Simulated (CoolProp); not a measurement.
A closed Brayton cycle with nitrogen: compressor inlet 331.15 K and 2 MPa, high pressure 5.6 MPa, turbine inlet 655 K, compressor efficiency 0.8, turbine efficiency 0.9, recuperator effectiveness 0.95 (on enthalpy, no pinch check). Each further row changes one setting.

The numbers come from the reference Helmholtz-energy equation of state, Span 2000 in CoolProp.

```json
[
 {"case": "as stated", "thermal efficiency (%)": "6.3", "net work (kJ/kg)": "10.3", "compressor to turbine work": "0.94", "compressor exit (K)": "472.9", "turbine exit (K)": "508.1"},
 {"case": "turbine inlet 605 K", "thermal efficiency (%)": "-1.4", "net work (kJ/kg)": "-2.06", "compressor to turbine work": "1.0", "compressor exit (K)": "472.9", "turbine exit (K)": "468.2"},
 {"case": "compressor inlet 341.15 K", "thermal efficiency (%)": "3.5", "net work (kJ/kg)": "5.72", "compressor to turbine work": "0.96", "compressor exit (K)": "487.0", "turbine exit (K)": "508.1"},
 {"case": "high pressure 4.76 MPa", "thermal efficiency (%)": "10.3", "net work (kJ/kg)": "14.7", "compressor to turbine work": "0.89", "compressor exit (K)": "447.7", "turbine exit (K)": "528.9"},
 {"case": "recuperator effectiveness 0.5", "thermal efficiency (%)": "5.7", "net work (kJ/kg)": "10.3", "compressor to turbine work": "0.94", "compressor exit (K)": "472.9", "turbine exit (K)": "508.1"}
]
```
